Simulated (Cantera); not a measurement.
A closed system holds: 1 mol HMDSO, 5.5 mol O3, at 1523 K and 3.70 mbar.

Method: chemical equilibrium by Gibbs-energy minimisation in Cantera with the NASA 1993 tables (ideal gas, pure condensed phases). Candidate condensed phases: C, C6H6, C7H8, C8H18, H2O, Si, SiC, SiO2; 123 gas species. The feed counts by its element totals alone. The tables hold silica as quartz up to 1696 K and as liquid above; real silica turns to tridymite and cristobalite and melts near 1996 K. Kinetics and transport are ignored.

Base state: H2O 0.358, CO 0.258, H2 0.242, CO2 0.142, H 0.000187 (mole fractions); condensed: SiO2(β-quartz).

Task: What changes in the equilibrium state with this change: O3 from 5.5 to 1.6 mol?

Result: 
```json
[
 {"species": "H2", "before": "0.242", "after": "0.612"},
 {"species": "CO", "before": "0.258", "after": "0.332"},
 {"species": "SiO", "before": "6.03e-7", "after": "0.0562"},
 {"species": "H2O", "before": "0.358", "after": "9.71e-6"},
 {"species": "CO2", "before": "0.142", "after": "1.96e-6"},
 {"species": "H", "before": "0.000187", "after": "0.000297"},
 {"species": "SiO2(β-quartz), mol", "before": "2.00", "after": "0.0491"},
 {"species": "SiC(s), mol", "before": "0", "after": "1.12"}
]
```
Mutual solubility and eutectic melting of coexisting phases are not modelled.
